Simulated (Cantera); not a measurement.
Cantera run, input and output.

```python
import numpy as np
import cantera as ct

gas = ct.Solution("gri30.yaml")
gas.TPX = 1650, 180000, {'CH4': 1, 'CO2': 0.36, 'H2': 0.87}
reactor = ct.IdealGasConstPressureReactor(gas, energy="off", clone=False)
net = ct.ReactorNet([reactor])
net.rtol, net.atol = 1e-08, 1e-18
show = ['CH4', 'CO2', 'H2', 'C2H6', 'O2']
times = np.geomspace(3e-06, 20, 12)

steps = ct.SolutionArray(gas, extra=["t"])
rows = []
print(f"{'t/s':>10s}{'T/K':>9s}{'P/Pa':>11s}" + "".join(f"{s:>11s}" for s in show))
for t in times:
    while net.time < t:
        t_next = net.step()
        steps.append(gas.state, t=t_next)
    rows.append([np.interp(t, steps.t, y) for y in (steps.T, steps.P, *steps(*show).X.T)])
    print(f"{t:10.3e}{rows[-1][0]:9.1f}{rows[-1][1]:11.4g}" + "".join(f"{x:11.3e}" for x in rows[-1][2:]))
rate = np.gradient(steps.T, steps.t)
print("integrator steps:", len(steps.t))
if steps.T.max() > steps.T[0] + 200:
    print(f"time of steepest temperature rise: {steps.t[rate.argmax()]:.4e} s")
gas.TPX = 1650, 180000, {'CH4': 1, 'CO2': 0.36, 'H2': 0.87}
gas.equilibrate("TP")
print(f"equilibrium (TP): T = {gas.T:.1f} K  " + "  ".join(f"{s} {gas[s].X[0]:.3e}" for s in show))
```

Output:

```
       t/s      T/K       P/Pa        CH4        CO2         H2       C2H6         O2
 3.000e-06   1650.0    1.8e+05  4.484e-01  1.614e-01  3.901e-01  4.339e-08  8.545e-18
 1.252e-05   1650.0    1.8e+05  4.482e-01  1.614e-01  3.902e-01  2.970e-06  2.673e-16
 5.222e-05   1650.0    1.8e+05  4.477e-01  1.613e-01  3.903e-01  1.031e-04  4.578e-15
 2.179e-04   1650.0    1.8e+05  4.452e-01  1.607e-01  3.913e-01  5.689e-04  3.425e-14
 9.090e-04   1650.0    1.8e+05  4.339e-01  1.575e-01  3.966e-01  7.637e-04  1.674e-13
 3.792e-03   1650.0    1.8e+05  3.887e-01  1.430e-01  4.210e-01  6.212e-04  5.006e-13
 1.582e-02   1650.0    1.8e+05  2.680e-01  9.563e-02  4.802e-01  3.135e-04  1.026e-12
 6.601e-02   1650.0    1.8e+05  1.152e-01  2.059e-02  5.416e-01  7.733e-05  9.888e-13
 2.754e-01   1650.0    1.8e+05  5.964e-02  6.266e-03  5.906e-01  3.207e-05  5.870e-13
 1.149e+00   1650.0    1.8e+05  5.469e-02  3.967e-03  6.284e-01  2.668e-05  1.675e-13
 4.794e+00   1650.0    1.8e+05  4.982e-02  7.270e-04  6.634e-01  2.159e-05  4.521e-15
 2.000e+01   1650.0    1.8e+05  4.872e-02  1.709e-06  6.701e-01  2.055e-05  2.908e-20
integrator steps: 1280
equilibrium (TP): T = 1650.0 K  CH4 4.872e-02  CO2 3.482e-07  H2 6.701e-01  C2H6 2.055e-05  O2 2.167e-21
```

Detailed kinetics in Cantera: GRI-Mech 3.0 (53 species, 325 reactions). GRI-Mech 3.0 stops at C3 and has no aromatics, soot or wall deposition, so with more carbon than oxygen in the feed, carbon stays in small species such as C2H2 where larger ones or solid carbon would form.
